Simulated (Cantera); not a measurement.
Feed: 1 mol Si2H6, 16 mol NO, 60 mol N2, at 0.210 bar.

These are equilibrium values from Cantera (NASA tables, ideal gas, pure condensed phases), not measurements of a reactor. Candidate condensed phases: H2O, Si, SiO2, Si2N2O, Si3N4; 35 gas species. The feed counts by its element totals alone. The tables hold silica as quartz up to 1696 K and as liquid above; real silica turns to tridymite and cristobalite and melts near 1996 K. Kinetics and transport are ignored.

Task: Which condensed phases are stable at each of these points (T (K)): 848, 948, 1048, 1148, 1248, 1348, 1448, 1548, 1648, 1748, 1848, 1948?

Result: 
```
T (K)  condensed phases  Si condensed (%)
-----  ----------------  ----------------
848      SiO2(β-quartz)             100.0
948      SiO2(β-quartz)             100.0
1048     SiO2(β-quartz)             100.0
1148     SiO2(β-quartz)             100.0
1248     SiO2(β-quartz)             100.0
1348     SiO2(β-quartz)             100.0
1448     SiO2(β-quartz)             100.0
1548     SiO2(β-quartz)             100.0
1648     SiO2(β-quartz)             100.0
1748    SiO2(condensed)             100.0
1848    SiO2(condensed)             100.0
1948    SiO2(condensed)             100.0
```

From 848 K to 1648 K the condensed part is SiO2(β-quartz). From 1748 K to 1948 K the condensed part is SiO2(condensed).
